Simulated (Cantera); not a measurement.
An isothermal, constant-pressure homogeneous reactor starts with NO : N2 = 1 : 7.1 (molar parts), at 1798 K and 750 Torr. Integrator tolerance rtol = 1e-08.

Model: GRI-Mech 3.0 (53 species, 325 reactions), integrated in Cantera.

**Question.** What does this change do: temperature 1798 to 1623 K?

**Answer.** 
| quantity | before | after |
|---|---|---|
| x(NO) at 100 s | 0.00581 (gas-phase equilibrium 0.00243) | 0.0584 (gas-phase equilibrium 0.00126) |
| x(N2) at 100 s | 0.935 (gas-phase equilibrium 0.937) | 0.909 (gas-phase equilibrium 0.938) |
| x(O) at 100 s | 2.91e-5 (gas-phase equilibrium 2.95e-5) | 3.48e-6 (gas-phase equilibrium 4.73e-6) |
| x(NO2) at 100 s | 7.74e-6 (gas-phase equilibrium 3.27e-6) | 8.72e-5 (gas-phase equilibrium 2.57e-6) |
| x(O2) at 100 s | 0.0588 (gas-phase equilibrium 0.0605) | 0.0325 (gas-phase equilibrium 0.0611) |
| x(N2O) at 100 s | 1.61e-7 (gas-phase equilibrium 1.52e-7) | 1.31e-6 (gas-phase equilibrium 8.17e-8) |

**Question.** What does this change do: temperature 1798 to 2125 K?

**Answer.** 
```
quantity                                          before                                      after
---------------  ---------------------------------------  -----------------------------------------
x(NO) at 100 s   0.00581 (gas-phase equilibrium 0.00243)    0.00611 (gas-phase equilibrium 0.00611)
x(N2) at 100 s       0.935 (gas-phase equilibrium 0.937)        0.935 (gas-phase equilibrium 0.935)
x(O) at 100 s    2.91e-5 (gas-phase equilibrium 2.95e-5)  0.000402 (gas-phase equilibrium 0.000402)
x(NO2) at 100 s  7.74e-6 (gas-phase equilibrium 3.27e-6)    4.56e-6 (gas-phase equilibrium 4.56e-6)
x(O2) at 100 s     0.0588 (gas-phase equilibrium 0.0605)      0.0585 (gas-phase equilibrium 0.0585)
x(N2O) at 100 s  1.61e-7 (gas-phase equilibrium 1.52e-7)    3.71e-7 (gas-phase equilibrium 3.71e-7)
```
